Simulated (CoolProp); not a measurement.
The fluid at 293.15 K and 0.0631 MPa (gas) is heated at constant pressure to 337.5 K. The same conditions are run with several fluids, on thermodynamics alone (safety and materials aside).

The numbers come from the reference Helmholtz-energy equation of state of each fluid (R245ca: Zhou 2016; CH2F2 (R32): Tillner-Roth 1997; chloromethane (R40): Thol 2014; R115: Lemmon 2016; R227EA: Lemmon 2016) in CoolProp.

Task: Rank R245ca, CH2F2 (R32), chloromethane (R40), R115, R227EA by heat (kJ/kg), highest first.

Result: R245ca (41.6), CH2F2 (R32) (38.2), chloromethane (R40) (37.5), R227EA (36.9), R115 (32.8)

```tsv
fluid	final density (kg/m³)
R245ca	3.06
CH2F2 (R32)	1.18
chloromethane (R40)	1.14
R115	3.50
R227EA	3.87
```
